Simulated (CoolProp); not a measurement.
Properties of carbon dioxide along the isobar 37.4 MPa (Tc = 31.0 °C, pc = 7.377 MPa, ω = 0.224).

Values from CoolProp's reference Helmholtz-energy equation of state, Span 1996.

| T (°C) | phase | cp (kJ/(kg K)) | speed of sound (m/s) | expansivity (1/kK) |
|---|---|---|---|---|
| 7.95 | liquid | 1.816 | … | 2.998 |
| 28.95 | liquid | 1.840 | 735.7 | 3.363 |
| 49.85 | supercritical | … | 653.1 | 3.774 |
| 70.85 | supercritical | 1.886 | 580.8 | 4.200 |
| 91.85 | supercritical | 1.892 | 521.6 | 4.573 |
| 112.75 | supercritical | 1.868 | 477.5 | 4.772 |
| 133.75 | supercritical | 1.809 | 447.6 | … |
| 154.65 | supercritical | 1.733 | 429.2 | 4.511 |
| 175.65 | supercritical | 1.653 | 418.9 | … |
| 196.65 | supercritical | 1.578 | 414.4 | 3.825 |
| 217.55 | supercritical | … | 413.6 | 3.480 |
| 238.55 | supercritical | 1.460 | … | … |
| 259.45 | supercritical | … | 418.2 | 2.901 |

Task: Some entries are withheld; supply them.

Result: 
- 7.95, speed of sound (m/s): 827.6
- 49.85, cp (kJ/(kg K)): 1.865
- 133.75, expansivity (1/kK): 4.733
- 175.65, expansivity (1/kK): 4.185
- 217.55, cp (kJ/(kg K)): 1.513
- 238.55, speed of sound (m/s): 415.2
- 238.55, expansivity (1/kK): 3.169
- 259.45, cp (kJ/(kg K)): 1.418
